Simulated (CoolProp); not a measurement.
A Linde-Hampson liquefier for oxygen: isothermal reversible compression at 280 K from 1 atm to 30 MPa, throttling to 1 atm, return gas leaving the recuperator 10 K below the feed. Each further row changes one setting.

The numbers come from the reference Helmholtz-energy equation of state, Schmidt 1985 in CoolProp.

```tsv
case	liquid yield per pass	compression work (kJ/kg of gas)
as stated	0.145	402
high pressure 60 MPa	0.174	457
warm-end temperature 310 K	0.106	452
warm-end gap 15 K	0.135	402
```

Above 300 K oxygen's equation is extrapolated.
